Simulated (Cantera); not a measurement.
Charge: 1 mol borazine, 0.081 mol H₂O, 0.25 mol N₂, 18 mol NH₃, equilibrated at 677 °C and 16.0 mbar.

Equilibrium computed with Cantera from the NASA thermochemical tables; the gas is ideal and each condensed phase is pure. Candidate condensed phases: B, BN, B₂O₃, B₃O₃H₃, H₂O; 39 gas species. The feed counts by its element totals alone. Rates play no part.

Base state: H₂ 0.763, N₂ 0.235, H₂O 0.00117 (mole fractions); condensed: BN(s) + B₂O₃(l).

Task: What changes in the equilibrium state with this change: temperature from 677 °C to 1300 °C?

Result: 
```tsv
species	before	after
H₂	0.763	0.762
N₂	0.235	0.236
HBO	3.67e-9	0.00124
H₂O	0.00117	0.000146
H	3.84e-9	0.000281
B₂O₃	<1e-9	2.43e-5
B₂O₂	<1e-9	1.24e-5
BN(s), mol	2.98	2.94
B₂O₃(l), mol	0.0116	0
```
